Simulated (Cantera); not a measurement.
Feed: 1 mol Si3N4, 0.0015 mol O2, 94 mol N2, held at 0.133 bar.

Equilibrium computed with Cantera from the NASA thermochemical tables; the gas is ideal and each condensed phase is pure. Candidate condensed phases: Si, SiO2, Si2N2O, Si3N4; 16 gas species. Mutual solubility and eutectic melting of coexisting phases are not modelled. Kinetics and transport are ignored.

**Question.** Which condensed phases are stable at each of these points (T (K)): 1600, 1675, 1750, 1825, 1900, 1975, 2050, 2125?

**Answer.** 
```tsv
T (K)	condensed phases	Si condensed (%)
1600	Si2N2O(s) + Si3N4(s)	100.0
1675	Si3N4(s)	99.9
1750	Si3N4(s)	99.9
1825	Si3N4(s)	99.9
1900	Si3N4(s)	99.7
1975	Si3N4(s)	98.9
2050	Si(l)	97.4
2125	Si(l)	94.6
```

At 1600 K the condensed part is Si2N2O(s) + Si3N4(s). From 1675 K to 1975 K the condensed part is Si3N4(s). From 2050 K to 2125 K the condensed part is Si(l).
